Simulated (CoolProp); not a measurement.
Vapour-liquid equilibrium of propylene (1) + R114 (2) at 289.1 K; x and y are mole fractions of (1).

Computed with CoolProp (multi-fluid Helmholtz-energy mixture model, Lemmon 2013 and Platzer 1990; pair parameters Bell 2016). This equation is an older, rougher fit; its heat capacities, sound speeds and derivatives of the liquid may be far off and weren't checked against measurements.

```
x      bubble pressure (MPa)  y at the bubble point  dew pressure at overall composition x (MPa)  liquid density (mol/L)
-----  ---------------------  ---------------------  -------------------------------------------  ----------------------
0.05                  0.2088                  0.264                                       0.1662                   8.804
0.125                 0.2832                      ?                                            ?                       ?
0.2                   0.3548                  0.614                                            ?                   9.224
0.275                 0.4222                      ?                                       0.2115                   9.445
0.35                  0.4847                  0.753                                       0.2325                   9.675
0.425                 0.5423                      ?                                            ?                   9.916
0.5                   0.5956                  0.830                                       0.2896                   10.17
0.575                 0.6454                  0.859                                       0.3297                   10.44
0.65                  0.6928                  0.884                                       0.3819                   10.72
0.725                 0.7389                  0.908                                       0.4520                   11.03
0.8                   0.7850                  0.931                                       0.5478                   11.36
0.875                 0.8320                  0.955                                       0.6755                   11.71
0.95                  0.8809                      ?                                       0.8220                   12.11
```

Task: Complete the blanks.

Result: 
- 0.125, y at the bubble point: 0.486
- 0.125, dew pressure at overall composition x (MPa): 0.1790
- 0.125, liquid density (mol/L): 9.010
- 0.2, dew pressure at overall composition x (MPa): 0.1939
- 0.275, y at the bubble point: 0.696
- 0.425, y at the bubble point: 0.796
- 0.425, dew pressure at overall composition x (MPa): 0.2580
- 0.95, y at the bubble point: 0.981

No azeotrope shows between x = 0.05 and 0.95.

Pair parameters are fitted to limited data, so mixtures are less certain than the pure fluids.
